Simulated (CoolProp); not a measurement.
CH2F2 (R32) along the isobar 2.78 MPa: Z from the reference equation and from simpler models built on Tc = 78.1 °C, pc = 5.783 MPa, ω = 0.277; each cubic takes its own stable root.

Model: reference Helmholtz-energy equation of state, Tillner-Roth 1997, in CoolProp.

| T (°C) | phase | reference | Pitzer virial | van der Waals | Redlich-Kwong | Soave-Redlich-Kwong | Peng-Robinson |
|---|---|---|---|---|---|---|---|
| 60.25 | gas | 0.7311 | 0.7992 | 0.8059 | 0.7738 | 0.7658 | 0.7476 |
| 69.45 | gas | 0.7643 | 0.8173 | 0.8216 | 0.7959 | 0.7925 | 0.7748 |
| 78.75 | gas | 0.7914 | 0.8337 | 0.8355 | 0.8149 | 0.8151 | 0.7980 |
| 87.95 | gas | 0.8137 | 0.8482 | 0.8477 | 0.8312 | 0.8343 | 0.8176 |
| 97.15 | gas | 0.8326 | 0.8612 | 0.8586 | 0.8455 | 0.8509 | 0.8347 |
| 106.45 | gas | 0.8490 | 0.8729 | 0.8684 | 0.8583 | 0.8656 | 0.8498 |
| 115.65 | gas | 0.8631 | 0.8835 | 0.8773 | 0.8695 | 0.8785 | 0.8631 |
| 124.85 | gas | 0.8755 | 0.8930 | 0.8853 | 0.8795 | 0.8899 | 0.8749 |
| 134.15 | gas | 0.8866 | 0.9017 | 0.8927 | 0.8886 | 0.9001 | 0.8856 |
| 143.35 | gas | 0.8963 | 0.9095 | 0.8993 | 0.8967 | 0.9093 | 0.8951 |
| 152.65 | gas | 0.9051 | 0.9168 | 0.9055 | 0.9042 | 0.9175 | 0.9037 |
| 161.85 | gas | 0.9129 | 0.9233 | 0.9111 | 0.9109 | 0.9250 | 0.9115 |
